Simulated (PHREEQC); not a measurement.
Dissolve 5.2e-05 mol/kgw Ca(HCO3)2, 0.018 mol/kgw NaF and 0.0033 mol/kgw NaCl at 25 °C. Closed to the air; pH follows from the charge balance.

Computed with PHREEQC (ion-association model, phreeqc.dat).

The pH is 8.02, the ionic strength is 0.0213 mol/kgw and the specific conductance is 2080 µS/cm. The total alkalinity comes out as 0.104 meq/kg.

| species | molality | activity | log γ |
|---|---|---|---|
| Na+ | 0.0211 | 0.0184 | -0.061 |
| F- | 0.0178 | 0.0154 | -0.064 |
| Cl- | 0.00330 | 0.00285 | -0.063 |
| NaF | 0.000162 | 0.000163 | 0.002 |
| HCO3- | 0.000100 | 8.75e-5 | -0.059 |
| Ca+2 | 5.19e-5 | 3.01e-5 | -0.237 |
| CO2 | 1.89e-6 | 1.90e-6 | 0.002 |
| OH- | 1.21e-6 | 1.05e-6 | -0.064 |
| NaHCO3 | 9.00e-7 | 9.05e-7 | 0.002 |
| CO3-2 | 7.33e-7 | 4.25e-7 | -0.236 |
| HF | 2.22e-7 | 2.23e-7 | 0.002 |
| NaCO3- | 1.68e-7 | 1.46e-7 | -0.062 |
| CaHCO3+ | 3.84e-8 | 3.36e-8 | -0.058 |
| CaCO3 | 2.14e-8 | 2.15e-8 | 0.002 |
| HF2- | 1.52e-8 | 1.32e-8 | -0.062 |

This is a speciation only: nothing precipitates in the calculation. The solution is supersaturated, for example in Fluorite, so a real one may precipitate; this is no full list.
